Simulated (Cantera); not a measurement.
Gas mixture: CO2 : O2 = 0.92 : 0.66 (molar parts), at 10.0 bar, frozen composition.

Cantera's kinetic-theory transport with the Lennard-Jones parameters of GRI-Mech 3.0, ideal gas; thermal conductivity in the mixture-averaged form.

One state of this run: ρ (kg/m³) = 3.23; cp (J/kg/K) = 1258; μ (µPa s) = 56.0; λ (mW/m/K) = 97.0; Pr = 0.726; D (cm²/s) C2H2 = 0.226; D (cm²/s) OH = 0.413; D (cm²/s) CO2 = 0.245. D: mixture-averaged diffusion coefficient of that species in the mixture.

Problem. Which value of T (K) does it belong to?
A. 1600
B. 1450
C. 550
D. 1000

Solution. B, 1450
